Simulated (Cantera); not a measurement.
## borazine + NH₃ (boron, boron nitride and boron oxide)

A closed system holds: 1 mol borazine, 9.3 mol NH₃, at 1000 Pa.

These are equilibrium values from Cantera (NASA tables, ideal gas, pure condensed phases), not measurements of a reactor. Candidate condensed phases: B, BN; 15 gas species. The feed counts by its element totals alone. The tables' values for BH₂ are old estimates; treat these amounts as uncertain. Rates play no part.

```json
[
 {"T (°C)": "500", "x H₂": "0.785", "x N₂": "0.215", "x H": "8.04e-12", "x B": "<1e-12", "x BH₂": "<1e-12", "x BH": "<1e-12", "n BN(s)": "3.00", "n B(s)": "0", "n B(l)": "0"},
 {"T (°C)": "650", "x H₂": "0.785", "x N₂": "0.215", "x H": "2.17e-9", "x B": "<1e-12", "x BH₂": "<1e-12", "x BH": "<1e-12", "n BN(s)": "3.00", "n B(s)": "0", "n B(l)": "0"},
 {"T (°C)": "800", "x H₂": "0.785", "x N₂": "0.215", "x H": "1.24e-7", "x B": "<1e-12", "x BH₂": "<1e-12", "x BH": "<1e-12", "n BN(s)": "3.00", "n B(s)": "0", "n B(l)": "0"},
 {"T (°C)": "950", "x H₂": "0.785", "x N₂": "0.215", "x H": "2.66e-6", "x B": "<1e-12", "x BH₂": "3.86e-12", "x BH": "<1e-12", "n BN(s)": "3.00", "n B(s)": "0", "n B(l)": "0"},
 {"T (°C)": "1100", "x H₂": "0.785", "x N₂": "0.215", "x H": "2.95e-5", "x B": "<1e-12", "x BH₂": "4.59e-10", "x BH": "<1e-12", "n BN(s)": "3.00", "n B(s)": "0", "n B(l)": "0"},
 {"T (°C)": "1250", "x H₂": "0.785", "x N₂": "0.215", "x H": "0.000205", "x B": "<1e-12", "x BH₂": "2.11e-8", "x BH": "1.65e-12", "n BN(s)": "3.00", "n B(s)": "0", "n B(l)": "0"},
 {"T (°C)": "1400", "x H₂": "0.784", "x N₂": "0.215", "x H": "0.00101", "x B": "2.46e-10", "x BH₂": "4.84e-7", "x BH": "2.10e-10", "n BN(s)": "3.00", "n B(s)": "0", "n B(l)": "0"},
 {"T (°C)": "1550", "x H₂": "0.781", "x N₂": "0.215", "x H": "0.00383", "x B": "2.87e-8", "x BH₂": "6.56e-6", "x BH": "1.19e-8", "n BN(s)": "3.00", "n B(s)": "0", "n B(l)": "0"},
 {"T (°C)": "1700", "x H₂": "0.774", "x N₂": "0.214", "x H": "0.0119", "x B": "1.62e-6", "x BH₂": "5.92e-5", "x BH": "3.60e-7", "n BN(s)": "3.00", "n B(s)": "0", "n B(l)": "0"},
 {"T (°C)": "1850", "x H₂": "0.756", "x N₂": "0.212", "x H": "0.0312", "x B": "5.12e-5", "x BH₂": "0.000385", "x BH": "6.66e-6", "n BN(s)": "2.99", "n B(s)": "0", "n B(l)": "0"},
 {"T (°C)": "2000", "x H₂": "0.672", "x N₂": "0.257", "x H": "0.0689", "x B": "0.000720", "x BH₂": "0.00124", "x BH": "5.59e-5", "n BN(s)": "0", "n B(s)": "2.95", "n B(l)": "0"},
 {"T (°C)": "2150", "x H₂": "0.609", "x N₂": "0.247", "x H": "0.138", "x B": "0.00404", "x BH₂": "0.00193", "x BH": "0.000200", "n BN(s)": "0", "n B(s)": "0", "n B(l)": "2.84"}
]
```
x: gas mole fraction; n: condensed amount in mol.

From 500 °C to 1850 °C the condensed part is BN(s). At 2000 °C the condensed part is B(s). At 2150 °C the condensed part is B(l).
